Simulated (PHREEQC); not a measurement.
Dissolve 0.007 mol HBr, 0.14 mol FeCl3, 0.00017 mol CuCl2 and 0.017 mol Ca(OH)2 per kg of water at 25 °C. Closed to the air; pH follows from the charge balance.

Computed with PHREEQC (ion-association model, phreeqc.dat).

This is a speciation only: nothing precipitates in the calculation.

Q: Estimate the pH, activity of water.

A: pH 2.10; activity of water 0.992.

Q: In which forms is Fe present?

A: FeCl+2 45 %, Fe+3 17 %, Fe2(OH)2+4 14 %, FeCl2+ 13 %, FeOH+2 5.9 %, Fe3(OH)4+5 4.8 % of the Fe.

Examples of supersaturated solids here: Hematite (slow to form), Goethite (slow to form). Others may be too. Species that the database lacks are ignored.
